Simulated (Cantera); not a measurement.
A closed system holds: 1 mol S, 0.59 mol O₂, held at 1523.15 K and 0.100 bar.

Equilibrium computed with Cantera from the NASA thermochemical tables; the gas is ideal and each condensed phase is pure. Candidate condensed phases: S; 10 gas species. The numbers say what is thermodynamically allowed, not how fast it happens.

Base state: SO₂ 0.732, S₂ 0.249, SO 0.0107, S₂O 0.00843, S 8.36e-5 (mole fractions); condensed: gas only.

Problem. What changes in the equilibrium state with this change: O₂ from 0.59 to 0.34 mol?

Solution. 
| species | before | after |
|---|---|---|
| SO₂ | 0.732 | 0.497 |
| S₂ | 0.249 | 0.481 |
| S₂O | 0.00843 | 0.0114 |
| SO | 0.0107 | 0.0104 |
| S | 8.36e-5 | 0.000116 |
